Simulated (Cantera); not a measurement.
An adiabatic, constant-pressure homogeneous reactor starts with H2 : O2 : N2 = 1 : 0.208 : 0.958 (molar parts), at 975 K and 10.0 bar.

Computed with Cantera and GRI-Mech 3.0 (53 species, 325 reactions). The hydrogen kinetics of GRI-Mech 3.0 are dated; newer H2 mechanisms differ, most at raised pressure.

x: mole fraction; the columns are a selection and need not sum to one.

```json
[
 {"t (s)": "3.00e-6", "T (K)": "975", "x H2": "0.462", "x O2": "0.0960", "x NO": "<1e-12", "x HO2": "9.92e-10", "x N2O": "<1e-12"},
 {"t (s)": "9.54e-6", "T (K)": "975", "x H2": "0.462", "x O2": "0.0960", "x NO": "<1e-12", "x HO2": "…", "x N2O": "<1e-12"},
 {"t (s)": "3.04e-5", "T (K)": "975", "x H2": "0.462", "x O2": "0.0960", "x NO": "<1e-12", "x HO2": "…", "x N2O": "<1e-12"},
 {"t (s)": "9.65e-5", "T (K)": "975", "x H2": "0.462", "x O2": "0.0960", "x NO": "<1e-12", "x HO2": "…", "x N2O": "<1e-12"},
 {"t (s)": "0.000307", "T (K)": "975", "x H2": "0.462", "x O2": "0.0960", "x NO": "<1e-12", "x HO2": "…", "x N2O": "<1e-12"},
 {"t (s)": "0.000977", "T (K)": "975", "x H2": "0.462", "x O2": "0.0960", "x NO": "<1e-12", "x HO2": "…", "x N2O": "<1e-12"},
 {"t (s)": "0.00311", "T (K)": "975", "x H2": "0.462", "x O2": "0.0960", "x NO": "<1e-12", "x HO2": "…", "x N2O": "4.67e-12"},
 {"t (s)": "0.00988", "T (K)": "997", "x H2": "0.459", "x O2": "0.0943", "x NO": "<1e-12", "x HO2": "…", "x N2O": "2.12e-10"},
 {"t (s)": "0.0314", "T (K)": "2370", "x H2": "0.297", "x O2": "4.82e-7", "x NO": "2.05e-5", "x HO2": "1.53e-9", "x N2O": "2.93e-9"},
 {"t (s)": "0.100", "T (K)": "2370", "x H2": "0.297", "x O2": "4.82e-7", "x NO": "2.16e-5", "x HO2": "1.53e-9", "x N2O": "2.99e-9"}
]
```

Fill in the missing entries.


- 9.54e-6, x HO2: 3.21e-9
- 3.04e-5, x HO2: 1.03e-8
- 9.65e-5, x HO2: 3.33e-8
- 0.000307, x HO2: 1.13e-7
- 0.000977, x HO2: 5.39e-7
- 0.00311, x HO2: 7.20e-6
- 0.00988, x HO2: 6.05e-5
